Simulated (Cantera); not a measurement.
A closed system holds: 1 mol MgCO₃, 0.049 mol H₂O, 0.00043 mol O₂, at 7.60 mbar.

These are equilibrium values from Cantera (NASA tables, ideal gas, pure condensed phases), not measurements of a reactor. Candidate condensed phases: C, C₆H₆, C₇H₈, C₈H₁₈, H₂O, Mg, MgCO₃, MgO, Mg(OH)₂; 116 gas species. Rates play no part.

Q: At 1500 °C, list the 5 most abundant gas species with their mole fractions, and the condensed phases.

A: CO₂ 0.927, H₂O 0.0457, CO 0.0174, O₂ 0.00901, OH 0.000609. Condensed: MgO(s).
